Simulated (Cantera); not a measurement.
Source: NASA polynomial tables (part measured, part estimated), evaluated in Cantera. Values are per mole of reaction as written; species without (g) are pure solids or liquids, kept so even where they would boil at 1 bar.

2 Ti₃O₅ → Ti + 5 TiO₂

```csv
T (K),ΔH° (kJ),ΔS° (J/K),ΔG° (kJ),log10 K,condensed phases
300,194.6,23.5,187.5,-32.65,"Ti₃O₅(s), Ti(α), TiO₂(rutile)"
1550,(withheld),(withheld),(withheld),(withheld),"Ti₃O₅(s), Ti(β), TiO₂(rutile)"
1700,140.6,-61.6,245.4,-7.54,"Ti₃O₅(s), Ti(β), TiO₂(rutile)"
1850,130.5,-67.4,255.1,-7.20,"Ti₃O₅(s), Ti(β), TiO₂(rutile)"
2000,133.7,-65.8,265.2,-6.93,"Ti₃O₅(s), Ti(l), TiO₂(rutile)"
2150,(withheld),(withheld),(withheld),(withheld),"Ti₃O₅(l), Ti(l), TiO₂(l)"
2300,(withheld),(withheld),(withheld),(withheld),"Ti₃O₅(l), Ti(l), TiO₂(l)"
2450,118.2,-79.6,313.3,-6.68,"Ti₃O₅(l), Ti(l), TiO₂(l)"
2600,120.2,-78.8,325.2,-6.53,"Ti₃O₅(l), Ti(l), TiO₂(l)"
```

Q: Fill in the missing entries.

A: 
- 1550, ΔH° (kJ): 149.3
- 1550, ΔS° (J/K): -56.3
- 1550, ΔG° (kJ): 236.6
- 1550, log10 K: -7.97
- 2150, ΔH° (kJ): 114.2
- 2150, ΔS° (J/K): -81.4
- 2150, ΔG° (kJ): 289.1
- 2150, log10 K: -7.02
- 2300, ΔH° (kJ): 116.2
- 2300, ΔS° (J/K): -80.5
- 2300, ΔG° (kJ): 301.3
- 2300, log10 K: -6.84
